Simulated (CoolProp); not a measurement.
Properties of R410A along the isotherm 350 K (Tc = 344.5 K, pc = 4901 kPa, ω = 0.296).

Model: reference Helmholtz-energy equation of state, Lemmon 2003, in CoolProp. It is a pseudo-pure fit of the blend.

```tsv
p (kPa)	phase	isothermal compressibility (1/MPa)	expansivity (1/kK)	conductivity (mW/(m K))
919	gas	1.171	3.664	17.9
1840	gas	0.6432	4.857	19.0
2760	gas	0.4884	6.800	20.2
3680	gas	0.4474	10.59	21.9
4590	gas	0.5260	21.47	24.5
5510	supercritical	1.746	194.4	38.0
6430	supercritical	0.1191	23.96	53.7
7350	supercritical	0.05945	14.43	58.8
```

Thermal conductivity comes from a separate model (Geller 2001).
